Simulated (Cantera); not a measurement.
Feed: 1 mol SO₂, 1 mol H₂, equilibrated at 948.15 K and 13300 Pa.

Equilibrium computed with Cantera from the NASA thermochemical tables; the gas is ideal and each condensed phase is pure. Candidate condensed phases: H₂O, H₂SO₄, S; 19 gas species. Gases not in the tables: S₃ to S₇. Equilibrium is a limit: real reactors are often held back by kinetics, nucleation or transport.

**Question.** What is the equilibrium state?

**Answer.** 
- x(H₂O): 0.527
- x(SO₂): 0.313
- x(S₂): 0.104
- x(H₂S): 0.0496
- x(S₂O): 0.00371
- x(H₂): 0.00172
- x(SO): 1.56e-5
- x(SH): 6.71e-6
- gas amount: 1.728 mol
- log10 activity of S(l) (absent): -1.15
- log10 activity of H₂SO₄(l) (absent): -13.75
